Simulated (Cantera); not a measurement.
An isothermal, constant-pressure homogeneous reactor starts with CH4 : H2O = 1 : 1.1 (molar parts), at 1575 K and 0.132 atm. Integrator tolerance rtol = 1e-08.

Cantera simulation using GRI-Mech 3.0 (53 species, 325 reactions); the numbers are that mechanism's predictions, not measurements.

| quantity | before | after |
|---|---|---|
| x(CH4) at 9.00 s | 0.0236 (gas-phase equilibrium 1.41e-7) | 0.0374 (gas-phase equilibrium 7.96e-6) |
| x(H2O) at 9.00 s | 0.177 (gas-phase equilibrium 0.0219) | 0.119 (gas-phase equilibrium 0.0219) |
| x(H) at 9.00 s | 8.78e-5 (gas-phase equilibrium 9.82e-5) | 3.32e-5 (gas-phase equilibrium 3.59e-5) |
| x(OH) at 9.00 s | 9.36e-7 (gas-phase equilibrium 1.06e-7) | 2.25e-7 (gas-phase equilibrium 3.89e-8) |
| x(H2O2) at 9.00 s | <1e-12 (gas-phase equilibrium <1e-12) | <1e-12 (gas-phase equilibrium <1e-12) |
| x(C2H6) at 9.00 s | 2.38e-6 (gas-phase equilibrium <1e-12) | 9.12e-6 (gas-phase equilibrium <1e-12) |
| x(H2) at 9.00 s | 0.602 (gas-phase equilibrium 0.734) | 0.635 (gas-phase equilibrium 0.734) |

Which change was made?
(A) H2O 1.1 to 9.1 parts
(B) temperature 1575 to 1825 K
(C) H2O 1.1 to 3.1 parts
(D) pressure from 0.132 atm to 0.987 atm

D, pressure from 0.132 atm to 0.987 atm
